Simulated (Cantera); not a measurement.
A closed system holds: 1 mol BN, 17 mol Cl₂, 43 mol H₂, at 12000 Pa.

Cantera equilibrium calculation (NASA polynomials, part measured and part estimated; ideal gas, pure solids and liquids). Candidate condensed phases: B, BN, NH₄Cl; 21 gas species. Gases not in the tables: BHCl₂. The numbers say what is thermodynamically allowed, not how fast it happens. All values below are at 902 °C.

Base state: HCl 0.565, H₂ 0.434, BCl₃ 0.000537, N₂ 0.000268 (mole fractions); condensed: BN(s).

### Question
What changes in the equilibrium state with this change: H₂ from 43 to 2.9 mol?

### Answer
| species | before | after |
|---|---|---|
| Cl₂ | <1e-9 | 0.626 |
| HCl | 0.565 | 0.290 |
| BCl₃ | 0.000537 | 0.0500 |
| H₂ | 0.434 | <1e-9 |
| N₂ | 0.000268 | 0.0250 |
| Cl | 2.65e-7 | 0.00827 |
| BN(s), mol | 0.968 | 0 |
